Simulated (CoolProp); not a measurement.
Properties of normal hydrogen along the isotherm 19 K (Tc = 33.1 K, pc = 1.296 MPa, ω = -0.219).

Model: reference Helmholtz-energy equation of state, Leachman 2009, in CoolProp.

```
p (MPa)   phase        Z  Joule-Thomson coefficient (K/MPa)  isothermal compressibility (1/MPa)  expansivity (1/kK)  conductivity (mW/(m K))  Prandtl number
-------  ------  -------  ---------------------------------  ----------------------------------  ------------------  -----------------------  --------------
0.00615     gas   0.9938                              18.14                               163.6               53.42                     14.8           0.663
0.014       gas   0.9859                              18.35                               72.47               54.47                     14.9           0.663
0.0318      gas   0.9672                              18.84                               32.56               57.12                     15.2           0.663
0.0725   liquid  0.01279                             -1.094                             0.01681               14.93                      103            1.33
0.165    liquid  0.02905                             -1.101                             0.01659               14.77                      103            1.33
0.375    liquid  0.06581                             -1.116                             0.01613               14.42                      104            1.34
0.854    liquid   0.1487                             -1.148                             0.01517               13.71                      104            1.35
1.94     liquid   0.3327                             -1.209                             0.01341               12.39                      106            1.38
```

Viscosity comes from a separate model (Muzny 2013). Thermal conductivity comes from a separate model (Assael 2011).
